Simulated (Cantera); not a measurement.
An isothermal, constant-pressure homogeneous reactor starts with 20.8 % NO, 79.2 % N2, at 1725 K and 49000 Pa.

Computed with Cantera and GRI-Mech 3.0 (53 species, 325 reactions).

x: mole fraction; the columns are a selection and need not sum to one.

| t (s) | x NO | x O | x N2O | x NO2 | x O2 |
|---|---|---|---|---|---|
| 3.00e-5 | 0.208 | 6.62e-8 | … | 7.19e-9 | 3.42e-11 |
| 0.000135 | 0.208 | 2.17e-7 | … | 1.14e-7 | 5.71e-10 |
| 0.000605 | 0.208 | 4.33e-7 | … | 1.10e-6 | 7.54e-9 |
| 0.00272 | 0.208 | 9.91e-7 | … | 6.58e-6 | 1.47e-7 |
| 0.0122 | 0.208 | 3.07e-6 | … | 2.98e-5 | 6.97e-6 |
| 0.0548 | 0.208 | 4.14e-6 | 1.70e-5 | 4.26e-5 | 0.000108 |
| 0.246 | 0.207 | 4.53e-6 | 1.68e-5 | 4.69e-5 | 0.000594 |
| 1.10 | 0.203 | 5.97e-6 | 1.61e-5 | 6.17e-5 | 0.00275 |
| 4.96 | 0.185 | 9.90e-6 | … | 9.57e-5 | 0.0118 |
| 22.3 | 0.127 | 1.71e-5 | … | 0.000116 | 0.0404 |
| 100 | 0.0418 | 2.42e-5 | … | 5.44e-5 | 0.0832 |

Q: Some entries are withheld; supply them.

A: 
- 3.00e-5, x N2O: 7.31e-8
- 0.000135, x N2O: 3.26e-7
- 0.000605, x N2O: 1.41e-6
- 0.00272, x N2O: 5.50e-6
- 0.0122, x N2O: 1.41e-5
- 4.96, x N2O: 1.32e-5
- 22.3, x N2O: 6.24e-6
- 100, x N2O: 7.47e-7
